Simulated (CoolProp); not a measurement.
Model: reference Helmholtz-energy equation of state, Lemmon 2016, in CoolProp.

### Question
For R115, give the phase and the cp (kJ/(kg K)), Joule-Thomson coefficient (K/MPa) at 62.15 °C and 38.4 bar.

### Answer
- 62.15 °C and 38.4 bar: liquid; cp 1.27, Joule-Thomson coefficient 0.835
